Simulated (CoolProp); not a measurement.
Values from CoolProp's reference Helmholtz-energy equation of state, Lemmon 2004. It is a short technical equation, of lower accuracy than the large ones.

Question: For n-dodecane, give the phase and the cv (kJ/(kg K)), conductivity (mW/(m K)) at 294.05 °C and 2000 kPa.

Answer: 
- 294.05 °C and 2000 kPa: liquid; cv 2.81, conductivity 82.5

Thermal conductivity comes from a separate model (Huber 2004).
